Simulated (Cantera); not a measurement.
Charge: 1 mol SiCl₄, 17 mol O₂, at 827 °C and 0.100 bar.

Cantera equilibrium calculation (NASA polynomials, part measured and part estimated; ideal gas, pure solids and liquids). Candidate condensed phases: Si, SiO₂; 15 gas species. Kinetics and transport are ignored.

Base state: O₂ 0.888, Cl₂ 0.110, Cl 0.00159, ClO 2.30e-5 (mole fractions); condensed: SiO₂(β-quartz).

Task: What changes in the equilibrium state with this change: temperature from 827 °C to 1400 °C?

Result: 
```tsv
species	before	after
O₂	0.888	0.838
Cl	0.00159	0.114
Cl₂	0.110	0.0472
O	7.44e-9	9.69e-5
ClO	2.30e-5	0.000667
SiO₂(β-quartz), mol	1.00	1.00
```
The tables hold silica as quartz up to 1696 K and as liquid above; real silica turns to tridymite and cristobalite and melts near 1996 K.

Task: What changes in the equilibrium state with this change: temperature from 827 °C to 1402 °C?

Result: 
```csv
species,before,after
O₂,0.888,0.837
Cl,0.00159,0.115
Cl₂,0.110,0.0469
O,7.44e-9,9.88e-5
ClO,2.30e-5,0.000669
"SiO₂(β-quartz), mol",1.00,1.00
```
The tables hold silica as quartz up to 1696 K and as liquid above; real silica turns to tridymite and cristobalite and melts near 1996 K.
